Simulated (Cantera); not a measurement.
Input (Python, Cantera) and output of one run.

```python
import numpy as np
import cantera as ct

gas_names = """
    H HNO HNO2 HNO3 HO2 H2 H2O H2O2 N NH NH2 NH3 NH2OH NO NO2 NO3 N2 N2H2 N2H4 N2O O OH O2 O3
""".split()
cond_names = """
    H2O(s) H2O(L)
""".split()


# ... load() reads the species with a 1 bar reference pressure and builds the phases ...
atoms = {
    'N2O': {'N': 2, 'O': 1},
    'H2': {'H': 2},
    'O2': {'O': 2},
}
top_T = {}  # K; cautious upper limits of use, not melting points


# ... equilibrate(T, P, feed) seeds the gas with the atoms and calls Mixture.equilibrate('TP', solver="vcs", rtol=1e-11, max_steps=5000) ...
results = []
feed = {'N2O': 1, 'H2': 1.7, 'O2': 9.9}  # mol
P = 3200000  # Pa
for T in [1923, 2023, 2123, 2223, 2323, 2423, 2523, 2623, 2723, 2823, 2923]:
    mix = equilibrate(T, P, feed)
    results.append((T, P, feed, dict(zip(mix.species_names, mix.species_moles))))
    x = sorted(zip(gas.X, gas.species_names), reverse=True)
    print(f"T = {T:g} K  P = {P:g} Pa  gas = {mix.phase_moles(0):.4g} mol")
    print("   x: " + "  ".join(f"{s} {v:.3e}" for v, s in x if v > 1e-06))
    print("   condensed (mol): " + ("  ".join(f"{mix.phase(i).name} {mix.phase_moles(i):.4g}"
          for i in range(1, mix.n_phases) if mix.phase_moles(i) > 1e-12) or "none"))
```

It prints:

```
T = 1923 K  P = 3.2e+06 Pa  gas = 12.25 mol
   x: O2 7.772e-01  H2O 1.383e-01  N2 7.969e-02  NO 3.759e-03  OH 9.484e-04  NO2 8.117e-05  O 5.640e-05  HO2 1.537e-05  H2 4.367e-06  HNO2 1.969e-06  H2O2 1.014e-06
   condensed (mol): none
T = 2023 K  P = 3.2e+06 Pa  gas = 12.25 mol
   x: O2 7.762e-01  H2O 1.379e-01  N2 7.907e-02  NO 4.966e-03  OH 1.566e-03  O 1.241e-04  NO2 9.016e-05  HO2 2.321e-05  H2 9.480e-06  HNO2 2.285e-06  H2O2 1.418e-06  H 1.034e-06
   condensed (mol): none
T = 2123 K  P = 3.2e+06 Pa  gas = 12.26 mol
   x: O2 7.750e-01  H2O 1.374e-01  N2 7.833e-02  NO 6.380e-03  OH 2.465e-03  O 2.535e-04  NO2 9.907e-05  HO2 3.370e-05  H2 1.911e-05  H 2.773e-06  HNO2 2.615e-06  H2O2 1.921e-06
   condensed (mol): none
T = 2223 K  P = 3.2e+06 Pa  gas = 12.26 mol
   x: O2 7.734e-01  H2O 1.367e-01  N2 7.748e-02  NO 8.002e-03  OH 3.719e-03  O 4.859e-04  NO2 1.078e-04  HO2 4.728e-05  H2 3.614e-05  H 6.808e-06  HNO2 2.952e-06  H2O2 2.528e-06
   condensed (mol): none
T = 2323 K  P = 3.2e+06 Pa  gas = 12.27 mol
   x: O2 7.714e-01  H2O 1.357e-01  N2 7.652e-02  NO 9.825e-03  OH 5.408e-03  O 8.803e-04  NO2 1.163e-04  H2 6.456e-05  HO2 6.433e-05  H 1.547e-05  HNO2 3.292e-06  H2O2 3.243e-06
   condensed (mol): none
T = 2423 K  P = 3.2e+06 Pa  gas = 12.28 mol
   x: O2 7.688e-01  H2O 1.344e-01  N2 7.543e-02  NO 1.184e-02  OH 7.609e-03  O 1.519e-03  NO2 1.245e-04  H2 1.097e-04  HO2 8.518e-05  H 3.283e-05  H2O2 4.064e-06  HNO2 3.629e-06  N2O 1.152e-06  O3 1.079e-06
   condensed (mol): none
T = 2523 K  P = 3.2e+06 Pa  gas = 12.3 mol
   x: O2 7.656e-01  H2O 1.328e-01  N2 7.423e-02  NO 1.402e-02  OH 1.040e-02  O 2.508e-03  H2 1.781e-04  NO2 1.322e-04  HO2 1.100e-04  H 6.558e-05  H2O2 4.984e-06  HNO2 3.958e-06  O3 1.458e-06  N2O 1.355e-06
   condensed (mol): none
T = 2623 K  P = 3.2e+06 Pa  gas = 12.32 mol
   x: O2 7.615e-01  H2O 1.307e-01  N2 7.292e-02  NO 1.636e-02  OH 1.383e-02  O 3.985e-03  H2 2.778e-04  NO2 1.394e-04  HO2 1.390e-04  H 1.241e-04  H2O2 5.991e-06  HNO2 4.271e-06  O3 1.928e-06  N2O 1.571e-06
   condensed (mol): none
T = 2723 K  P = 3.2e+06 Pa  gas = 12.35 mol
   x: O2 7.565e-01  H2O 1.281e-01  N2 7.150e-02  NO 1.883e-02  OH 1.796e-02  O 6.115e-03  H2 4.176e-04  H 2.237e-04  HO2 1.720e-04  NO2 1.461e-04  H2O2 7.063e-06  HNO2 4.562e-06  O3 2.502e-06  N2O 1.796e-06
   condensed (mol): none
T = 2823 K  P = 3.2e+06 Pa  gas = 12.38 mol
   x: O2 7.504e-01  H2O 1.250e-01  N2 6.998e-02  OH 2.282e-02  NO 2.139e-02  O 9.097e-03  H2 6.067e-04  H 3.860e-04  HO2 2.087e-04  NO2 1.520e-04  H2O2 8.176e-06  HNO2 4.823e-06  O3 3.190e-06  N2O 2.027e-06  HNO 1.327e-06
   condensed (mol): none
T = 2923 K  P = 3.2e+06 Pa  gas = 12.43 mol
   x: O2 7.429e-01  H2O 1.213e-01  N2 6.836e-02  OH 2.839e-02  NO 2.402e-02  O 1.316e-02  H2 8.542e-04  H 6.401e-04  HO2 2.487e-04  NO2 1.572e-04  H2O2 9.296e-06  HNO2 5.048e-06  O3 4.003e-06  N2O 2.260e-06  HNO 1.817e-06
   condensed (mol): none
```

Method: chemical equilibrium by Gibbs-energy minimisation in Cantera with the NASA 1993 tables (ideal gas, pure condensed phases). The ideal-gas law is rough above about 30 bar.
